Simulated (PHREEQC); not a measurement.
Solution (25 °C): 0.033 mol/kgw NaCl and 0.00047 mol/kgw MnCl2. Closed to the air; pH follows from the charge balance.

All values are PHREEQC results (ion-association model, wateq4f.dat), not measurements.

```csv
quantity,before,after
pH,6.89,6.73
Mn+2 (mol/kgw),0.000438,0.000438
MnCl+ (mol/kgw),3.16e-5,3.13e-5
MnCl2 (mol/kgw),3.29e-7,3.24e-7
MnOH+ (mol/kgw),5.47e-8,8.24e-8
SI of Halite (NaCl),-4.68,-4.71
```

Problem. Name the change that produced these shifts.
A. diluted 5-fold with water
B. temperature from 25 to 60 °C
C. temperature from 25 to 35 °C
D. diluted 10-fold with water

Solution. C, temperature from 25 to 35 °C

No solid was allowed to form.
